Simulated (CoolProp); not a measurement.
Vapour-liquid equilibrium of R134a (1) + R152A (2) at 0.0226 bar; x and y are mole fractions of (1).

The numbers come from the multi-fluid Helmholtz-energy mixture model, Tillner-Roth 1994 and Outcalt 1996; pair parameters Lemmon 2004 in CoolProp.

Task: Give the bubble temperature and the first vapour's composition at x = 0.05, 0.35, 0.95. Is there an azeotrope?

Result: x = 0.05: 187.8 K, y = 0.032; x = 0.35: 188.9 K, y = 0.321; x = 0.95: 187.7 K, y = 0.967. y crosses x between x = 0.35 and 0.5: the model has an azeotrope there.

The pair parameters rest on a limited set of measurements; away from them the model extrapolates.
